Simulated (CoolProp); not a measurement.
c-C4F8 (RC318) at 400.84 K and 0.337 MPa flows at 5.9 m/s in a round tube of 4.6 mm bore and 0.25 µm roughness, fully developed (64/Re and Nu = 3.66 if laminar; Colebrook and Gnielinski if turbulent). Each further row changes one setting.

The numbers come from the reference Helmholtz-energy equation of state, Platzer 1990 in CoolProp. This equation is an older, rougher fit.

| case | Reynolds number | Darcy friction factor | pressure drop (Pa/m) | heat-transfer coefficient (W/(m² K)) | mass flow (kg/h) |
|---|---|---|---|---|---|
| as stated | 36600 | 0.0226 | 1790 | 361 | 7.41 |
| velocity 11.8 m/s | 73300 | 0.0195 | 6180 | 625 | 14.8 |
| diameter 9.2 mm | 73300 | 0.0193 | 768 | 310 | 29.6 |

Viscosity comes from a separate model (Huber 2003), an estimate that may be off by 10 % or more. Thermal conductivity comes from a separate model (Huber 2003), an estimate that may be off by 10 % or more.
